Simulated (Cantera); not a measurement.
Feed: 1 mol CaO, 5.1 mol O2, 17 mol N2, held at 1152 °C and 100 Torr.

These are equilibrium values from Cantera (NASA tables, ideal gas, pure condensed phases), not measurements of a reactor. Candidate condensed phases: Ca, CaO; 12 gas species. The numbers say what is thermodynamically allowed, not how fast it happens.

Question: What is the equilibrium state?

Answer: 
* **x(N2)**: 0.769
* **x(O2)**: 0.230
* **x(NO)**: 0.000860
* **x(NO2)**: 2.25e-6
* **x(O)**: 1.82e-6
* **n(CaO(s))**: 1.00 mol
* **gas amount**: 22.10 mol
* **log10 activity of Ca(l) (absent)**: -16.98
